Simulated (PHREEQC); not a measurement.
Make-up at 25 °C: 0.083 mol/kgw LiCl, 0.05 mol/kgw BaCl2 and 9.4e-05 mol/kgw KBr. Closed to the air; pH follows from the charge balance.

All values are PHREEQC results (ion-association model, phreeqc.dat), not measurements.

This is a speciation only: nothing precipitates in the calculation.

Q: Estimate the specific conductance.

A: specific conductance 17200 µS/cm.
